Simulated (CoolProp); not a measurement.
Vapour pressure (bar) of nitrous oxide: the reference equation beside estimates from Tc = 309.5 K, pc = 72.45 bar, ω = 0.161. Clausius-Clapeyron is anchored at 205.5 K with a constant enthalpy of vaporisation of 15.39 kJ/mol.

Model: reference Helmholtz-energy equation of state, Lemmon 2006, in CoolProp. It is a short technical equation, of lower accuracy than the large ones.

```tsv
T (K)	reference	Clausius-Clapeyron	Redlich-Kwong	Soave-Redlich-Kwong	Peng-Robinson
193.1	1.634	1.709	2.209	1.635	1.658
196.2	1.926	1.989	2.582	1.926	1.948
199.3	2.256	2.303	3.001	2.257	2.277
202.4	2.629	2.655	3.468	2.630	2.647
205.5	3.047	3.047	3.987	3.049	3.062
208.6	3.515	3.484	4.561	3.517	3.525
211.6	4.017	3.951	5.172	4.021	4.023
214.7	4.592	4.482	5.863	4.599	4.593
217.8	5.227	5.067	6.620	5.236	5.222
220.9	5.926	5.709	7.444	5.939	5.915
224	6.692	6.411	8.339	6.711	6.675
227.1	7.530	7.176	9.308	7.556	7.507
230.2	8.444	8.009	10.35	8.478	8.415
233.3	9.438	8.911	11.48	9.482	9.403
```

Absolute difference from the reference over all 14 rows, mean and median: Clausius-Clapeyron 3.0 and 3.2 %, Redlich-Kwong 28.3 and 28.2 %, Soave-Redlich-Kwong 0.2 and 0.1 %, Peng-Robinson 0.5 and 0.3 %.
